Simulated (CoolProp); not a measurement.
Vapour-liquid equilibrium of R152A (1) + methanol (2) at 280.6 K; x and y are mole fractions of (1).

The numbers come from the multi-fluid Helmholtz-energy mixture model, Outcalt 1996 and de Reuck 1993; pair parameters Bell 2016 in CoolProp.

```json
[
 {"x": "0.05", "bubble pressure (MPa)": "0.08228", "y at the bubble point": "0.923", "dew pressure at overall composition x (MPa)": "0.006740", "liquid density (mol/L)": "24.35"},
 {"x": "0.125", "bubble pressure (MPa)": "0.1464", "y at the bubble point": "0.957", "dew pressure at overall composition x (MPa)": "0.007314", "liquid density (mol/L)": "23.33"},
 {"x": "0.2", "bubble pressure (MPa)": "0.1786", "y at the bubble point": "0.965", "dew pressure at overall composition x (MPa)": "0.007994", "liquid density (mol/L)": "22.36"},
 {"x": "0.275", "bubble pressure (MPa)": "0.1960", "y at the bubble point": "…", "dew pressure at overall composition x (MPa)": "0.008815", "liquid density (mol/L)": "21.44"},
 {"x": "0.35", "bubble pressure (MPa)": "…", "y at the bubble point": "0.971", "dew pressure at overall composition x (MPa)": "0.009827", "liquid density (mol/L)": "20.56"},
 {"x": "0.425", "bubble pressure (MPa)": "0.2165", "y at the bubble point": "0.973", "dew pressure at overall composition x (MPa)": "0.01110", "liquid density (mol/L)": "19.72"},
 {"x": "0.5", "bubble pressure (MPa)": "0.2260", "y at the bubble point": "0.975", "dew pressure at overall composition x (MPa)": "0.01277", "liquid density (mol/L)": "…"},
 {"x": "0.575", "bubble pressure (MPa)": "…", "y at the bubble point": "0.977", "dew pressure at overall composition x (MPa)": "0.01501", "liquid density (mol/L)": "…"},
 {"x": "0.65", "bubble pressure (MPa)": "0.2496", "y at the bubble point": "0.979", "dew pressure at overall composition x (MPa)": "0.01823", "liquid density (mol/L)": "17.41"},
 {"x": "0.725", "bubble pressure (MPa)": "0.2647", "y at the bubble point": "0.983", "dew pressure at overall composition x (MPa)": "0.02319", "liquid density (mol/L)": "16.70"},
 {"x": "0.8", "bubble pressure (MPa)": "…", "y at the bubble point": "0.987", "dew pressure at overall composition x (MPa)": "0.03187", "liquid density (mol/L)": "16.01"},
 {"x": "0.875", "bubble pressure (MPa)": "0.3024", "y at the bubble point": "0.991", "dew pressure at overall composition x (MPa)": "0.05094", "liquid density (mol/L)": "15.34"},
 {"x": "0.95", "bubble pressure (MPa)": "0.3253", "y at the bubble point": "0.996", "dew pressure at overall composition x (MPa)": "0.1263", "liquid density (mol/L)": "…"}
]
```

**Question.** What belongs in the gaps?

**Answer.** 
- 0.275, y at the bubble point: 0.969
- 0.35, bubble pressure (MPa): 0.2073
- 0.5, liquid density (mol/L): 18.92
- 0.575, bubble pressure (MPa): 0.2369
- 0.575, liquid density (mol/L): 18.15
- 0.8, bubble pressure (MPa): 0.2822
- 0.95, liquid density (mol/L): 14.69

No azeotrope shows between x = 0.05 and 0.95.

Pair parameters are fitted to limited data, so mixtures are less certain than the pure fluids. With so large a gap from Raoult's law the liquid may split in two, which this calculation doesn't test in full.
